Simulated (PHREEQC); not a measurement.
1.2 g of hydrous ferric oxide (600 m²/g; 0.2 weak and 0.005 strong sites per Fe, Dzombak-Morel constants, diffuse double layer) in 1 kg of water with 0.001 mol/kgw of an inert sodium salt and 0.00082 mol PbCl2, at 25 °C; the pH is set by adding NaOH or the inert anion's acid. O2 is buffered at 0.21 atm. CO2 from the air is kept out. Nothing may precipitate in this run.

Base run: PHREEQC, ion-association model, wateq4f.dat. Each further column changes one thing. The table gives surface charge σ (C/m²).

| pH | base | background salt from 0.001 to 0.0001 mol/kgw | oxide from 1.2 to 6 g/kgw |
|---|---|---|---|
| 3 | 0.298 | 0.290 | 0.321 |
| 4.12 | 0.159 | 0.147 | 0.177 |
| 4.88 | 0.092 | 0.081 | 0.090 |
| 6 | 0.049 | 0.042 | 0.029 |
| 7.12 | 0.018 | 0.015 | 0.009 |
| 7.88 | 0.007 | 0.006 | 0.002 |
| 9 | -0.001 | -0.001 | -0.006 |

The oxide is taken as insoluble; below pH 4 it would dissolve.
